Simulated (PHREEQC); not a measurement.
**Copper plating or etch bath: speciation**

Consider water at 90 °C with 0.014 mol/kgw CuSO4, 0.15 mol/kgw HNO3 and 0.00031 mol/kgw H3BO3. Closed to the air; pH follows from the charge balance.

Computed with PHREEQC (ion-association model, phreeqc.dat).

No solid was allowed to form.

Q: Predict the pH, density, ionic strength.

A: pH 0.97; density 0.972 g/cm³; ionic strength 0.179 mol/kgw.

Q: In which forms is Cu present?

A: Cu+2 99 %, CuSO4 1.4 % of the Cu.

Complexes and solids missing from the database can't appear. Away from 25 °C the constants follow the database's enthalpies or fits; those with neither stay at their 25 °C values.
